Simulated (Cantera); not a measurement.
A perfectly stirred reactor is fed with 15.0 % H2, 8.81 % O2, 75.7 % N2, 0.476 % H2O, equivalence ratio 0.85, at 0.582 atm; it is held at 1200 K, and followed from long to short residence time.

Cantera simulation using the H2/O2 subset of GRI-Mech 3.0, which has no nitrogen chemistry; the numbers are that mechanism's predictions, not measurements. The temperature is held fixed by assumption; the heat of reaction is taken as removed at once.

Problem. Predict: x(H2) at τ = 1.30 s; x(O2) at τ = 1.30 s; x(O) at τ = 1.30 s; x(H2O2) at τ = 1.30 s; x(OH) at τ = 1.30 s; x(H2) at τ = 46.0 ms; x(O2) at τ = 46.0 ms; x(O) at τ = 46.0 ms; x(H2O2) at τ = 46.0 ms; x(OH) at τ = 46.0 ms.

Solution. 
| Item | Result |
|---|---|
| x(H2) at τ = 1.30 s | 0.000197 |
| x(O2) at τ = 1.30 s | 0.0143 |
| x(O) at τ = 1.30 s | 1.27e-5 |
| x(H2O2) at τ = 1.30 s | 4.10e-7 |
| x(OH) at τ = 1.30 s | 0.000114 |
| x(H2) at τ = 46.0 ms | 0.00165 |
| x(O2) at τ = 46.0 ms | 0.0150 |
| x(O) at τ = 46.0 ms | 0.000131 |
| x(H2O2) at τ = 46.0 ms | 1.41e-6 |
| x(OH) at τ = 46.0 ms | 0.000363 |
